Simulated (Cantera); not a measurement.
Feed: 1 mol Cu₂O, a varied amount of H₂, 37 mol N₂, held at 0.525 Torr.

Equilibrium computed with Cantera from the NASA thermochemical tables; the gas is ideal and each condensed phase is pure. Candidate condensed phases: Cu, CuO, Cu(OH)₂, Cu₂O, H₂O; 27 gas species. The numbers say what is thermodynamically allowed, not how fast it happens.

Stable condensed phases, one row left out:

```
T in K \ n(H₂) in mol
           25   44   76  130  230  400  690 1200 2100
   2125     A    A    A    A    A    A    A    A    A
   2075     A    A    A    A    A    A    A    A    A
   2025     A    A    A    A    A    A    A    A    A
   1975     A    A    A    A    A    A    A    A    A
   1925     A    A    A    A    A    A    A    A    A
   1875     A    A    A    A    A    A    A    A    A
   1825     A    A    A    A    A    A    A    A    A
   1775     A    A    A    A    A    A    A    A    A
   1725     A    A    A    A    A    A    A    A    A
   1675     A    A    A    A    A    A    A    A    A
   1625     A    A    A    A    A    A    A    A    A
   1525     B    B    A    A    A    A    A    A    A
   1475     B    B    B    B    A    A    A    A    A
```

A: gas only; B: Cu.

Problem. Give the row for 1575 K.

Solution. 25: gas only; 44: gas only; 76: gas only; 130: gas only; 230: gas only; 400: gas only; 690: gas only; 1200: gas only; 2100: gas only.
